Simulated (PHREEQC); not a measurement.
1.7 g of hydrous ferric oxide (600 m²/g; 0.2 weak and 0.005 strong sites per Fe, Dzombak-Morel constants, diffuse double layer) in 1 kg of water with 0.1 mol/kgw of an inert sodium salt and 5.1e-06 mol Na2SO4, at 25 °C; the pH is set by adding NaOH or the inert anion's acid. Oxygen is held at 0.21 atm. No CO2 enters from the air. No solid was allowed to form.

Base run: PHREEQC, ion-association model, wateq4f.dat. Each further column changes one thing. The table gives surface charge σ (C/m²).

| pH | base | background salt from 0.1 to 0.01 mol/kgw | oxide from 1.7 to 8.5 g/kgw |
|---|---|---|---|
| 3 | 0.363 | 0.328 | 0.364 |
| 3.5 | 0.350 | … | 0.351 |
| 4 | 0.320 | … | 0.323 |
| 5 | 0.215 | … | 0.217 |
| 5.5 | 0.159 | 0.077 | 0.160 |
| 6 | 0.111 | 0.050 | 0.112 |
| 6.5 | 0.074 | 0.030 | 0.074 |
| 7.5 | 0.022 | … | 0.022 |
| 8 | 0.004 | … | 0.004 |
| 8.5 | -0.014 | … | -0.014 |
| 9 | -0.034 | -0.013 | -0.034 |
| 10 | -0.094 | … | -0.094 |
| 10.5 | -0.137 | -0.065 | -0.138 |
| 11 | -0.190 | -0.101 | -0.192 |

Problem. Fill in the missing entries.

Solution. 
- 3.5, background salt from 0.1 to 0.01 mol/kgw: 0.280
- 4, background salt from 0.1 to 0.01 mol/kgw: 0.221
- 5, background salt from 0.1 to 0.01 mol/kgw: 0.115
- 7.5, background salt from 0.1 to 0.01 mol/kgw: 0.008
- 8, background salt from 0.1 to 0.01 mol/kgw: 0.001
- 8.5, background salt from 0.1 to 0.01 mol/kgw: -0.005
- 10, background salt from 0.1 to 0.01 mol/kgw: -0.041

The oxide is taken as insoluble; below pH 4 it would dissolve.
